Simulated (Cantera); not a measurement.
A closed system holds: 1 mol C6H6, 0.17 mol O2, 1.5 mol NH3, equilibrated at 2100 K and 40.0 bar.

Cantera equilibrium calculation (NASA polynomials, part measured and part estimated; ideal gas, pure solids and liquids). The ideal-gas law is rough above about 30 bar. Rates play no part.

```tsv
species	before	after
H2	0.812	0.816
N2	0.116	0.114
CO	0.0540	0.0534
CH4	0.00871	2.64e-5
H	0.000444	0.00812
H2O	0.000141	4.20e-7
CH3CN	2.86e-5	8.57e-8
NH3	0.000171	5.13e-7
C2H4	0.000151	4.57e-7
CH3	9.28e-5	5.12e-6
C2H2 (acetylene)	0.00117	0.00118
C(graphite), mol	5.54	5.60
```
Gas species are given as mole fractions.

Task: What was changed between the two runs?
A) temperature from 2100 K to 2300 K
B) pressure from 40.0 bar to 0.120 bar
C) NH3 from 1.5 to 0.31 mol
D) O2 from 0.17 to 1.2 mol

Result: B, pressure from 40.0 bar to 0.120 bar
